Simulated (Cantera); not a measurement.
**Abatement and gas-phase synthesis: H2S + H2O + SO2**

A closed system holds: 1 mol H2S, 0.51 mol H2O, 0.2 mol SO2, held at 0.200 bar.

These are equilibrium values from Cantera (NASA tables, ideal gas, pure condensed phases), not measurements of a reactor. Candidate condensed phases: H2O, H2SO4, S; 19 gas species. Kinetics and transport are ignored.

```tsv
T (K)	log p H2	log p H2O	log p S2	log p SO	log p SO2	log p H2S	log p SH	log p S	log p H
1998	-1.18	-1.18	-1.36	-2.41	-2.12	-2.09	-2.42	-3.18	-3.39
2048	-1.17	-1.20	-1.37	-2.33	-2.09	-2.14	-2.37	-3.05	-3.24
2098	-1.16	-1.21	-1.38	-2.24	-2.07	-2.19	-2.32	-2.92	-3.09
2148	-1.15	-1.23	-1.39	-2.17	-2.05	-2.24	-2.28	-2.80	-2.95
2198	-1.14	-1.25	-1.41	-2.10	-2.04	-2.28	-2.25	-2.69	-2.82
2248	-1.13	-1.27	-1.42	-2.03	-2.03	-2.33	-2.21	-2.58	-2.70
2298	-1.12	-1.29	-1.44	-1.97	-2.02	-2.38	-2.18	-2.48	-2.58
2348	-1.12	-1.31	-1.46	-1.92	-2.02	-2.43	-2.15	-2.38	-2.47
2398	-1.11	-1.34	-1.49	-1.87	-2.02	-2.48	-2.13	-2.29	-2.36
2448	-1.11	-1.36	-1.51	-1.82	-2.02	-2.53	-2.11	-2.21	-2.26
```
log p: log10 of the partial pressure in bar; nothing condenses.

From 1998 K to 2448 K nothing is condensed.
